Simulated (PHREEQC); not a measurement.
0.27 g of hydrous ferric oxide (600 m²/g; 0.2 weak and 0.005 strong sites per Fe, Dzombak-Morel constants, diffuse double layer) in 1 kg of water with 0.05 mol/kgw of an inert sodium salt and 9.2e-06 mol CuSO4 and 1.4e-06 mol NaF, at 25 °C; the pH is set by adding NaOH or the inert anion's acid. O2 is buffered at 0.21 atm. No CO2 enters from the air. Nothing may precipitate in this run.

The series has 17 steps of pH, from 3 to 9.

Computed with PHREEQC (ion-association model, wateq4f.dat).

Q: Near which pH is half of the S sorbed, and on which side is more sorbed?

A: Near pH 6.3, with more sorbed at lower pH.

Q: Near which pH is half of the Cu sorbed, and on which side is more sorbed?

A: Near pH 4.9, with more sorbed at higher pH.

Q: Near which pH is half of the F sorbed, and on which side is more sorbed?

A: Near pH 5.8, with more sorbed at lower pH.

The database's constant for dissolved Cu(OH)2 is higher than later reviews accept. The oxide is taken as insoluble; below pH 4 it would dissolve.
